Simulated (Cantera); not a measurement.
Input (Python, Cantera):

```python
import numpy as np
import cantera as ct

gas = ct.Solution("gri30.yaml")
gas.TPX = 1900, 4300, {'NO': 2, 'N2': 2.4}
inlet = ct.Reservoir(gas, clone=True)

reactor = ct.IdealGasConstPressureReactor(gas, energy="off", clone=False)
exhaust = ct.Reservoir(gas, clone=True)
tau = [2.2, 0.54, 0.13, 0.032, 0.0078, 0.0019, 0.00046, 0.00011][0]
for a, b in ((inlet, reactor), (reactor, exhaust)):
    ct.MassFlowController(a, b, mdot=lambda t: reactor.mass / tau)
net = ct.ReactorNet([reactor])
show = ['NO', 'N2', 'O', 'N2O', 'O2']

rows = []
print(f"{'tau/s':>10s}{'T/K':>9s}" + "".join(f"{s:>11s}" for s in show))
for tau in [2.2, 0.54, 0.13, 0.032, 0.0078, 0.0019, 0.00046, 0.00011]:
    net.initial_time = 0.0
    net.advance(30 * tau)
    before = gas.X
    net.advance(40 * tau)
    drift = np.max(np.abs(gas.X - before) / (gas.X + 1e-9))
    rows.append([gas.T, *gas[show].X, drift])
    print(f"{tau:10.3e}{gas.T:9.1f}" + "".join(f"{x:11.3e}" for x in gas[show].X))
```

Output:

```
     tau/s      T/K         NO         N2          O        N2O         O2
 2.200e+00   1900.0  4.204e-01  5.624e-01  2.387e-04  6.565e-05  1.687e-02
 5.400e-01   1900.0  4.466e-01  5.493e-01  1.670e-04  7.577e-05  3.824e-03
 1.300e-01   1900.0  4.527e-01  5.463e-01  1.346e-04  7.244e-05  7.913e-04
 3.200e-02   1900.0  4.541e-01  5.456e-01  9.509e-05  5.462e-05  1.204e-04
 7.800e-03   1900.0  4.545e-01  5.455e-01  3.687e-05  2.632e-05  7.457e-06
 1.900e-03   1900.0  4.545e-01  5.455e-01  8.998e-06  8.292e-06  3.248e-07
 4.600e-04   1900.0  4.545e-01  5.455e-01  2.187e-06  2.158e-06  1.803e-08
 1.100e-04   1900.0  4.545e-01  5.455e-01  5.269e-07  5.256e-07  1.032e-09
```

Detailed kinetics in Cantera: GRI-Mech 3.0 (53 species, 325 reactions). Radical loss at walls, strong at low pressure, is not modelled.
